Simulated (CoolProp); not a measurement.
Values from CoolProp's reference Helmholtz-energy equation of state, Span 2000.

Q: Give the vapour pressure (MPa), liquid density (kg/m³), vapour density (kg/m³), vapour viscosity (µPa s) of saturated nitrogen at 99.5, 103.1, 106.8 K.

A: 
| T (K) | p (MPa) | liquid density (kg/m³) | vapour density (kg/m³) | vapour viscosity (µPa s) |
|---|---|---|---|---|
| 99.5 | 0.752 | 692 | 30.9 | 7.38 |
| 103.1 | 0.959 | 670 | 39.6 | 7.76 |
| 106.8 | 1.21 | 645 | 50.7 | 8.20 |

Viscosity comes from a separate model (Lemmon 2004).
